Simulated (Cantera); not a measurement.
A freely propagating, adiabatic, planar premixed flame of CH₄ : O₂ : N₂ : H₂O = 1 : 2.17 : 8.17 : 3.1 (molar parts), equivalence ratio 0.92, unburnt at 400 K and 0.197 atm; mixture-averaged transport, grid criteria slope 0.08 and curve 0.16, no radiation.

Cantera simulation using GRI-Mech 3.0 (53 species, 325 reactions); the numbers are that mechanism's predictions, not measurements. Burning velocities carry a grid error of a few per cent, more on coarse grids.

**Question.** Predict: laminar burning velocity; thermal thickness; peak x(HO₂); peak x(H₂); peak x(O).

**Answer.** 
- laminar burning velocity: 37.0 cm/s
- thermal thickness: 2.95 mm
- peak x(HO₂): 7.16e-5
- peak x(H₂): 0.0167
- peak x(O): 0.00179
